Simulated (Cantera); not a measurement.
Input: 1 mol SiH2Cl2, 19 mol NH3, 1.3 mol N2, equilibrated at 0.00140 bar.

Method: chemical equilibrium by Gibbs-energy minimisation in Cantera with the NASA 1993 tables (ideal gas, pure condensed phases). Candidate condensed phases: NH4Cl, Si, Si3N4; 28 gas species. The tables' values for SiCl, SiN are old estimates; treat these amounts as uncertain. Gases not in the tables: Si2H6 and higher silanes. Rates play no part.

**Question.** At 1850 K, list the 5 most abundant gas species with their mole fractions, and the condensed phases.

**Answer.** H2 0.682, N2 0.259, HCl 0.0360, H 0.0119, SiCl2 0.00547. Condensed: Si(l).
